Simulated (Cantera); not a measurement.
A closed system holds: 1 mol SiC, a varied amount of C, 0.64 mol H₂, at 2548.15 K and 1 atm.

Equilibrium computed with Cantera from the NASA thermochemical tables; the gas is ideal and each condensed phase is pure. Candidate condensed phases: C, C₆H₆, C₇H₈, C₈H₁₈, Si, SiC; 87 gas species. Gases not in the tables: Si₂H₆ and higher silanes. Kinetics and transport are ignored.

Question: Which condensed phases are stable at each of these points (n(C) (mol)): 0.0065, 0.012, 0.017, 0.022, 0.027, 0.033, 0.038, 0.043, 0.048?

Answer: 
| n(C) (mol) | condensed phases | Si condensed (%) |
|---|---|---|
| 0.0065 | SiC(s) | 99.7 |
| 0.012 | SiC(s) | 99.7 |
| 0.017 | C(graphite) + SiC(s) | 99.8 |
| 0.022 | C(graphite) + SiC(s) | 99.8 |
| 0.027 | C(graphite) + SiC(s) | 99.8 |
| 0.033 | C(graphite) + SiC(s) | 99.8 |
| 0.038 | C(graphite) + SiC(s) | 99.8 |
| 0.043 | C(graphite) + SiC(s) | 99.8 |
| 0.048 | C(graphite) + SiC(s) | 99.8 |

From 0.0065 mol C to 0.012 mol C the condensed part is SiC(s). From 0.017 mol C to 0.048 mol C the condensed part is C(graphite) + SiC(s).
